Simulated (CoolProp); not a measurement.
A simple Rankine cycle with R142b: condensing at 308.15 K, boiler at 1.27 MPa, turbine inlet 389.3 K, turbine efficiency 0.65, pump efficiency 0.6, no recuperator. Each further row changes one setting.

Values from CoolProp's reference Helmholtz-energy equation of state, Lemmon 2006. It is a short technical equation, of lower accuracy than the large ones.

```json
[
 {"case": "as stated", "thermal efficiency (%)": "6.5", "net work (kJ/kg)": "17.1", "heat in (kJ/kg)": "263", "turbine exit temperature (K)": "360.2", "volume ratio over the turbine": "2.83"},
 {"case": "turbine inlet 409.3 K", "thermal efficiency (%)": "6.5", "net work (kJ/kg)": "18.5", "heat in (kJ/kg)": "285", "turbine exit temperature (K)": "(withheld)", "volume ratio over the turbine": "(withheld)"},
 {"case": "condensing temperature 300.15 K", "thermal efficiency (%)": "(withheld)", "net work (kJ/kg)": "21.0", "heat in (kJ/kg)": "(withheld)", "turbine exit temperature (K)": "354.5", "volume ratio over the turbine": "3.57"},
 {"case": "boiler pressure 0.889 MPa", "thermal efficiency (%)": "4.4", "net work (kJ/kg)": "11.9", "heat in (kJ/kg)": "268", "turbine exit temperature (K)": "371.3", "volume ratio over the turbine": "1.95"},
 {"case": "turbine efficiency 0.55", "thermal efficiency (%)": "5.4", "net work (kJ/kg)": "14.2", "heat in (kJ/kg)": "263", "turbine exit temperature (K)": "363.0", "volume ratio over the turbine": "2.86"}
]
```

### Question
Complete the blanks.

### Answer

- turbine inlet 409.3 K, turbine exit temperature (K): 380.9
- turbine inlet 409.3 K, volume ratio over the turbine: 2.80
- condensing temperature 300.15 K, thermal efficiency (%): 7.7
- condensing temperature 300.15 K, heat in (kJ/kg): 273
